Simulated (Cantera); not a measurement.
Feed: 1 mol SiHCl3, 0.016 mol CH4, a varied amount of H2, held at 2175 K and 9.80 mbar.

Method: chemical equilibrium by Gibbs-energy minimisation in Cantera with the NASA 1993 tables (ideal gas, pure condensed phases). Candidate condensed phases: C, C6H6, C7H8, C8H18, Si, SiC; 109 gas species. Kinetics and transport are ignored.

Question: At 1100 mol H2, list the 4 most abundant gas species with their mole fractions, and the condensed phases.

Answer: H2 0.948, H 0.0480, HCl 0.00256, Si 0.000835. Condensed: gas only.
